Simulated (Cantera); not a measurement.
Feed: 1 mol TiO2, 0.43 mol Al2O3, 0.53 mol O2, held at 2025 K and 133 Pa.

Method: chemical equilibrium by Gibbs-energy minimisation in Cantera with the NASA 1993 tables (ideal gas, pure condensed phases). Candidate condensed phases: Al, Al2O3, Ti, TiO, TiO2, Ti2O3, Ti3O5, Ti4O7; 12 gas species. Mutual solubility and eutectic melting of coexisting phases are not modelled. Condensed phases not in the tables: mixed aluminates and titanates, alloys, solid solutions and most ternary compounds. Rates play no part.

Base state: O2 0.978, O 0.0219, TiO2 0.000254 (mole fractions); condensed: Al2O3(s) + TiO2(rutile).

What changes in the equilibrium state with this change: temperature from 2025 K to 1123.15 K?


```json
[
 {"species": "O2", "before": "0.978", "after": "1.00"},
 {"species": "O", "before": "0.0219", "after": "1.21e-7"},
 {"species": "TiO2", "before": "0.000254", "after": "<1e-9"},
 {"species": "Al2O3(s), mol", "before": "0.430", "after": "0.430"},
 {"species": "TiO2(rutile), mol", "before": "1.000", "after": "1.00"}
]
```
